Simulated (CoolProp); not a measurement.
Vapour-liquid equilibrium of benzene (1) + n-heptane (2) at 1.15 MPa; x and y are mole fractions of (1).

Model: multi-fluid Helmholtz-energy mixture model, Thol 2012 and Span 2003; pair parameters Bell 2016, in CoolProp.

| x | bubble temperature, mixture model (K) | bubble temperature, Raoult's law (K) | y, mixture model | y, Raoult's law |
|---|---|---|---|---|
| 0.05 | 480.8 | 481.3 | 0.069 | 0.071 |
| 0.15 | 477.1 | 478.6 | 0.201 | 0.205 |
| 0.25 | 473.7 | 476.1 | 0.322 | 0.328 |
| 0.35 | 470.7 | 473.6 | 0.431 | 0.441 |
| 0.45 | 468.0 | 471.3 | 0.531 | 0.546 |
| 0.55 | 465.7 | 469.0 | 0.622 | 0.643 |
| 0.65 | 463.7 | 466.8 | 0.706 | 0.733 |
| 0.75 | 462.1 | 464.7 | 0.788 | 0.816 |
| 0.85 | 460.9 | 462.6 | 0.869 | 0.894 |
| 0.95 | 460.0 | 460.6 | 0.955 | 0.966 |

The largest gap from Raoult's law is -3.3 K in bubble temperature, at x = 0.55. No azeotrope shows between x = 0.05 and 0.95.

The pair parameters rest on a limited set of measurements; away from them the model extrapolates.
